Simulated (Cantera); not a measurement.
Input: 1 mol Si2H6, a varied amount of HCl, 4.6 mol H2, equilibrated at 577 °C and 6.53 Torr.

Method: chemical equilibrium by Gibbs-energy minimisation in Cantera with the NASA 1993 tables (ideal gas, pure condensed phases). Candidate condensed phases: Si; 19 gas species. The feed counts by its element totals alone. Kinetics and transport are ignored.

### Question
What share of the Si ends up in condensed phases as a function of n(HCl) (mol), at 0.028, 0.035, 0.045, 0.056, 0.071, 0.09, 0.11, 0.14, 0.18, 0.23, 0.29, 0.37, 0.46?

### Answer
```
n(HCl) (mol)  Si condensed (%)     as
------------  ----------------  -----
0.028                     99.8  Si(s)
0.035                     99.7  Si(s)
0.045                     99.6  Si(s)
0.056                     99.5  Si(s)
0.071                     99.3  Si(s)
0.09                      99.1  Si(s)
0.11                      98.8  Si(s)
0.14                      98.5  Si(s)
0.18                      98.0  Si(s)
0.23                      97.3  Si(s)
0.29                      96.5  Si(s)
0.37                      95.5  Si(s)
0.46                      94.4  Si(s)
```
